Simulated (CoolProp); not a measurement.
Dodecamethylpentasiloxane (MD3M) along the isobar 1.6 MPa: fugacity coefficient from the reference equation and from simpler models built on Tc = 628.0 K, pc = 0.9540 MPa, ω = 0.730; each cubic takes its own stable root.

Model: reference Helmholtz-energy equation of state, Thol 2019, in CoolProp.

```
T (K)   phase  reference
-----  ------  ---------
352.3  liquid  0.0002974
390.5  liquid   0.002121
428.8  liquid   0.009483
467    liquid    0.03002
505.3  liquid    0.07391
543.5  liquid     0.1496
581.8  liquid     0.2602
620    liquid     0.3989
```

### Question
How far does each simpler model (Redlich-Kwong, Soave-Redlich-Kwong) lie from the reference over these 8 states: mean and median of the absolute difference, and the worst?

### Answer
- Redlich-Kwong: mean 549.8 %, median 172.9 %, worst +2534.8 % at 352.3 K and 1.6 MPa
- Soave-Redlich-Kwong: mean 6.2 %, median 6.0 %, worst +11.0 % at 352.3 K and 1.6 MPa
